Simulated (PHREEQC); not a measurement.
Model water analysis in mg/kgw, 25 °C, pH 5.95, pe 11.5: Na 1.25; K 0.27; Ca 4.48; Mg 0.893; Cl 8.56; S(6) as SO4 3.42; Alkalinity as HCO3 3.28; Li 0.00884; Ba 0.0698; Si as SiO2 0.0273; B 0.00139; Pb 0.789.

Cl is adjusted to close the charge balance.
Valence states are taken as typed.

The numbers come from PHREEQC with the ion-association model, phreeqc.dat.

```json
[
 {"quantity": "CO2 (mol/kgw)", "before": "0.000134", "after": "0.000114"},
 {"quantity": "Pb+2 (mol/kgw)", "before": "3.42e-6", "after": "3.35e-6"},
 {"quantity": "CaSO4 (mol/kgw)", "before": "5.55e-7", "after": "6.65e-7"},
 {"quantity": "MgSO4 (mol/kgw)", "before": "2.40e-7", "after": "4.71e-7"},
 {"quantity": "PbHCO3+ (mol/kgw)", "before": "1.33e-7", "after": "1.29e-7"},
 {"quantity": "PbCO3 (mol/kgw)", "before": "1.18e-7", "after": "1.70e-7"},
 {"quantity": "SI of Pb(OH)2 (Pb(OH)2)", "before": "-1.76", "after": "-0.84"},
 {"quantity": "SI of Anglesite (PbSO4)", "before": "-2.23", "after": "-2.39"}
]
```

Question: What was changed between the two runs?
(A) pH from 5.95 to 6.95 at the same alkalinity
(B) temperature from 25 to 55 °C at the same typed pH
(C) pH from 5.95 to 6.45 at the same alkalinity

Answer: B, temperature from 25 to 55 °C at the same typed pH

This is a speciation only: nothing precipitates in the calculation. At this temperature some constants are extrapolated from 25 °C, and those without enthalpy data are left unchanged.
